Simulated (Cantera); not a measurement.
Input: 1 mol Si2H6, 3.1 mol O2, 7 mol N2, held at 1.00 bar.

These are equilibrium values from Cantera (NASA tables, ideal gas, pure condensed phases), not measurements of a reactor. Candidate condensed phases: H2O, Si, SiO2, Si2N2O, Si3N4; 35 gas species. The feed counts by its element totals alone. The tables hold silica as quartz up to 1696 K and as liquid above; real silica turns to tridymite and cristobalite and melts near 1996 K. Gases not in the tables: Si(OH)4. Rates play no part.

Q: Which condensed phases are stable at each of these points (T (K)): 1450, 1550, 1650, 1750, 1850, 1950, 2050?

A: 
```
T (K)  condensed phases  Si condensed (%)
-----  ----------------  ----------------
1450     SiO2(β-quartz)             100.0
1550     SiO2(β-quartz)             100.0
1650     SiO2(β-quartz)             100.0
1750    SiO2(condensed)             100.0
1850    SiO2(condensed)             100.0
1950    SiO2(condensed)             100.0
2050            SiO2(l)             100.0
```

From 1450 K to 1650 K the condensed part is SiO2(β-quartz). From 1750 K to 1950 K the condensed part is SiO2(condensed). At 2050 K the condensed part is SiO2(l).
